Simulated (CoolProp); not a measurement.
Vapour-liquid equilibrium of n-hexane (1) + o-xylene (2) at 105.65 °C; x and y are mole fractions of (1).

The numbers come from the multi-fluid Helmholtz-energy mixture model, Thol 2019 and Zhou 2012; pair parameters Bell 2016 in CoolProp.

**Question.** Give the bubble pressure and the first vapour's composition at x = 0.65, 0.75, 0.85. Is there an azeotrope?

**Answer.** x = 0.65: 1.993 bar, y = 0.930; x = 0.75: 2.226 bar, y = 0.953; x = 0.85: 2.463 bar, y = 0.973. No azeotrope shows between x = 0.05 and 0.95.

The pair parameters rest on a limited set of measurements; away from them the model extrapolates.
